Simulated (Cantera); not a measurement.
Input: 1 mol B, 0.011 mol Cl₂, 1.7 mol O₂, at 1700 K and 255 Torr.

Equilibrium computed with Cantera from the NASA thermochemical tables; the gas is ideal and each condensed phase is pure. The tables' values for BOCl are old estimates; treat these amounts as uncertain. Equilibrium is a limit: real reactors are often held back by kinetics, nucleation or transport.

```json
[
 {"species": "O₂", "before": "0.977", "after": "0.976"},
 {"species": "Cl", "before": "0.0170", "after": "0.0177"},
 {"species": "B₂O₃", "before": "0.00230", "after": "0.00328"},
 {"species": "BO₂", "before": "0.000528", "after": "0.000717"},
 {"species": "O", "before": "7.58e-5", "after": "9.63e-5"},
 {"species": "BOCl", "before": "0.000183", "after": "0.000223"},
 {"species": "Cl₂", "before": "0.00265", "after": "0.00226"},
 {"species": "ClO", "before": "0.000192", "after": "0.000195"},
 {"species": "B₂O₃(l), mol", "before": "0.497", "after": "0.496"}
]
```
Gas species are given as mole fractions.

Question: Name the change that produced these shifts.
A) temperature from 1700 K to 1348.15 K
B) Cl₂ from 0.011 to 0.92 mol
C) temperature from 1700 K to 1723 K
D) temperature from 1700 K to 1375 K

Answer: C, temperature from 1700 K to 1723 K
